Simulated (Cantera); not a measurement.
# Catalytic stagnation flow on Pt

A jet of 1.47 % H2, 15.7 % O2, 82.8 % N2 at 300 K and 0.434 atm hits a platinum plate 5.7 cm away at a mass flux of 0.1 kg/m²/s; the plate temperature is set and raised in steps from an oxygen-covered start.

Computed with Cantera and Deutschmann's 1995 Pt surface mechanism with GRI-Mech 3.0 gas chemistry. Catalytic surfaces can have several steady states; this one follows from the mechanism file's or the stated starting coverage.

```csv
plate T (K),wall x H2,wall x O2,wall x H2O,wall x OH,θ free Pt,θ O*,θ OH*
500,0.00131,0.143,0.0264,<1e-8,0.0134,0.971,0.0159
550,0.00130,0.143,0.0262,<1e-8,0.0142,0.977,0.00907
600,0.00129,0.143,0.0260,<1e-8,0.0149,0.979,0.00566
650,0.00127,0.143,0.0259,<1e-8,0.0159,0.980,0.00380
700,0.00114,0.143,0.0260,<1e-8,0.0186,0.979,0.00285
750,0.000817,0.143,0.0264,<1e-8,0.0274,0.970,0.00251
800,0.000505,0.142,0.0269,<1e-8,0.0469,0.951,0.00246
```
x: mole fraction at the wall; θ: surface coverage.
